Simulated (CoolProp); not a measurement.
Vapour pressure (MPa) of toluene: the reference equation beside estimates from Tc = 591.7 K, pc = 4.126 MPa, ω = 0.266. Clausius-Clapeyron is anchored at 291.6 K with a constant enthalpy of vaporisation of 38.40 kJ/mol.

Model: reference Helmholtz-energy equation of state, Lemmon 2006, in CoolProp. It is a short technical equation, of lower accuracy than the large ones.

| T (K) | reference | Lee-Kesler | Clausius-Clapeyron | van der Waals | Soave-Redlich-Kwong |
|---|---|---|---|---|---|
| 291.6 | 0.002684 | 0.002519 | 0.002684 | 0.1038 | 0.002592 |
| 322 | 0.01170 | 0.01114 | 0.01197 | 0.1991 | 0.01136 |
| 352.4 | 0.03787 | 0.03676 | 0.04125 | 0.3432 | 0.03710 |
| 382.8 | 0.09863 | 0.09736 | 0.1168 | 0.5462 | 0.09760 |
| 413.2 | 0.2184 | 0.2183 | 0.2837 | 0.8168 | 0.2182 |
| 443.7 | 0.4284 | 0.4316 | 0.6117 | 1.164 | 0.4318 |
| 474.1 | 0.7629 | 0.7707 | 1.192 | 1.593 | 0.7745 |
| 504.5 | 1.263 | 1.275 | 2.144 | 2.110 | 1.288 |
| 534.9 | 1.976 | 1.991 | 3.608 | 2.720 | 2.017 |
| 565.3 | 2.965 | 2.978 | 5.739 | 3.428 | 3.010 |

Absolute difference from the reference over all 10 rows, mean and median: Lee-Kesler 1.9 and 1.0 %, Clausius-Clapeyron 40.4 and 36.3 %, van der Waals 730.4 and 222.9 %, Soave-Redlich-Kwong 1.7 and 1.7 %.
